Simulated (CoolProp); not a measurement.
Vapour-liquid equilibrium of carbon dioxide (1) + hydrogen sulfide (2) at 0.801 MPa; x and y are mole fractions of (1).

Model: multi-fluid Helmholtz-energy mixture model, Span 1996 and Lemmon 2006; pair parameters Kunz 2012, in CoolProp.

```
x      bubble temperature, mixture model (K)  bubble temperature, Raoult's law (K)  y, mixture model  y, Raoult's law
-----  -------------------------------------  ------------------------------------  ----------------  ---------------
0.05                                   256.5                                 261.1             0.255            0.156
0.125                                  247.8                                 256.2             0.475            0.337
0.2                                    242.2                                 252.0             0.596            0.475
0.275                                  238.4                                 248.4             0.670            0.582
0.35                                   235.8                                 245.2             0.719            0.667
0.425                                  233.9                                 242.3             0.754            0.735
0.5                                    232.5                                 239.7             0.782            0.792
0.575                                  231.4                                 237.3             0.806            0.839
0.65                                   230.4                                 235.2             0.830            0.878
0.725                                  229.5                                 233.2             0.855            0.912
0.8                                    228.8                                 231.4             0.883            0.940
0.875                                  228.1                                 229.7             0.918            0.965
0.95                                   227.5                                 228.2             0.962            0.987
```

The largest gap from Raoult's law is -10.0 K in bubble temperature, at x = 0.275. No azeotrope shows between x = 0.05 and 0.95.

The pair parameters rest on a limited set of measurements; away from them the model extrapolates.
